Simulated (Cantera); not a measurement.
Cantera with NASA thermochemical tables; ideal gases at 1 bar, condensed phases pure. Values are per mole of reaction as written; species without (g) are pure solids or liquids, kept so even where they would boil at 1 bar.

3 HCl(g) + B = 3 H(g) + BCl3(g)

| T (K) | ΔH° (kJ) | ΔS° (J/K) | ΔG° (kJ) | log10 K |
|---|---|---|---|---|
| 1100 | 548.6 | 102.2 | 436.2 | -20.71 |
| 1150 | 549.6 | 103.1 | 431.1 | -19.58 |
| 1200 | 550.6 | 103.9 | 425.9 | -18.54 |
| 1250 | 551.5 | 104.7 | 420.7 | -17.58 |
| 1300 | ? | ? | ? | ? |
| 1350 | ? | ? | ? | ? |
| 1400 | 554.0 | 106.6 | 404.8 | -15.10 |
| 1450 | ? | ? | ? | ? |
| 1500 | ? | ? | ? | ? |

Question: Complete the blanks.

Answer: 
- 1300, ΔH° (kJ): 552.4
- 1300, ΔS° (J/K): 105.4
- 1300, ΔG° (kJ): 415.4
- 1300, log10 K: -16.69
- 1350, ΔH° (kJ): 553.2
- 1350, ΔS° (J/K): 106.0
- 1350, ΔG° (kJ): 410.1
- 1350, log10 K: -15.87
- 1450, ΔH° (kJ): 554.8
- 1450, ΔS° (J/K): 107.1
- 1450, ΔG° (kJ): 399.5
- 1450, log10 K: -14.39
- 1500, ΔH° (kJ): 555.5
- 1500, ΔS° (J/K): 107.6
- 1500, ΔG° (kJ): 394.1
- 1500, log10 K: -13.72
